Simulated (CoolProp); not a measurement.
Vapour-liquid equilibrium of ethylene (1) + propane (2) at -60.05 °C; x and y are mole fractions of (1).

Model: multi-fluid Helmholtz-energy mixture model, Smukala 2000 and Lemmon 2009; pair parameters Bell 2016, in CoolProp.

```csv
x,"bubble pressure, mixture model (kPa)","bubble pressure, Raoult's law (kPa)","y, mixture model","y, Raoult's law"
0.05,80.66,78.09,?,0.482
0.125,137.8,131.3,0.719,0.716
0.2,194.4,184.6,0.813,0.815
0.275,249.8,237.9,0.864,0.870
0.35,303.8,291.1,0.897,0.905
0.425,356.2,344.4,?,0.929
0.5,407.2,397.6,0.936,0.946
0.575,457.2,450.9,0.950,0.960
0.65,?,504.2,0.961,0.970
0.725,556.1,557.4,0.970,0.979
0.8,?,610.7,0.979,0.986
0.875,658.7,663.9,0.987,0.992
0.95,713.8,717.2,0.995,0.997
```

Question: What belongs in the gaps?

Answer: 
- 0.05, y, mixture model: 0.490
- 0.425, y, mixture model: 0.920
- 0.65, bubble pressure, mixture model (kPa): 506.6
- 0.8, bubble pressure, mixture model (kPa): 606.5

The largest gap from Raoult's law is +5.3 % in bubble pressure, at x = 0.2. No azeotrope shows between x = 0.05 and 0.95.

Pair parameters are fitted to limited data, so mixtures are less certain than the pure fluids. The gap from Raoult's law changes sign with composition, which may be real or a fault of the pair parameters; it wasn't checked against measurements.
